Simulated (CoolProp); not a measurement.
Values from CoolProp's reference Helmholtz-energy equation of state, Lemmon 2006. It is a short technical equation, of lower accuracy than the large ones.

Q: For R141b, give the phase and the Z, Joule-Thomson coefficient (K/MPa), conductivity (mW/(m K)) at 300.6 K and 0.175 MPa.

A: 
- 300.6 K and 0.175 MPa: liquid; Z 0.00666, Joule-Thomson coefficient -0.368, conductivity 90.2

Thermal conductivity comes from a separate model (Huber 2003), an estimate that may be off by 10 % or more.
